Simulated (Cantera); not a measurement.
Charge: 1 mol Si, 0.0058 mol H₂O, 98 mol H₂, at 13300 Pa.

Method: chemical equilibrium by Gibbs-energy minimisation in Cantera with the NASA 1993 tables (ideal gas, pure condensed phases). Candidate condensed phases: H₂O, Si, SiO₂; 18 gas species. Mutual solubility and eutectic melting of coexisting phases are not modelled. The tables hold silica as quartz up to 1696 K and as liquid above; real silica turns to tridymite and cristobalite and melts near 1996 K. Gases not in the tables: Si₂H₆ and higher silanes. Rates play no part.

Q: Which condensed phases are stable at each of these points (T (K)): 1023, 1123, 1223, 1323, 1423, 1523, 1623, 1723, 1823, 1923, 2023, 2123, 2223?

A: 
| T (K) | condensed phases | Si condensed (%) |
|---|---|---|
| 1023 | Si(s) + SiO₂(β-quartz) | 100.0 |
| 1123 | Si(s) + SiO₂(β-quartz) | 100.0 |
| 1223 | Si(s) + SiO₂(β-quartz) | 99.9 |
| 1323 | Si(s) | 99.4 |
| 1423 | Si(s) | 99.4 |
| 1523 | Si(s) | 99.4 |
| 1623 | Si(s) | 99.3 |
| 1723 | Si(l) | 99.1 |
| 1823 | Si(l) | 98.6 |
| 1923 | Si(l) | 97.1 |
| 2023 | Si(l) | 92.9 |
| 2123 | Si(l) | 82.0 |
| 2223 | Si(l) | 55.3 |

From 1023 K to 1223 K the condensed part is Si(s) + SiO₂(β-quartz). From 1323 K to 1623 K the condensed part is Si(s). From 1723 K to 2223 K the condensed part is Si(l).
